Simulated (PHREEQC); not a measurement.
Metal-bearing waste water: speciation

Solution (25 °C): 0.0073 mol FeSO4 and 0.0017 mol NaH2PO4 per kg of water. Closed to the air; pH follows from the charge balance.

The numbers come from PHREEQC with the ion-association model, phreeqc.dat.

This is a speciation only: nothing precipitates in the calculation.

Q: What pH does the model give?

A: pH 4.76.

Q: In which forms is Fe present?

A: Fe+2 65 %, FeSO4 21 %, FeH2PO4+ 13 % of the Fe.

The solution is supersaturated, for example in Vivianite, so a real one may precipitate; this is no full list. Species that the database lacks are ignored.
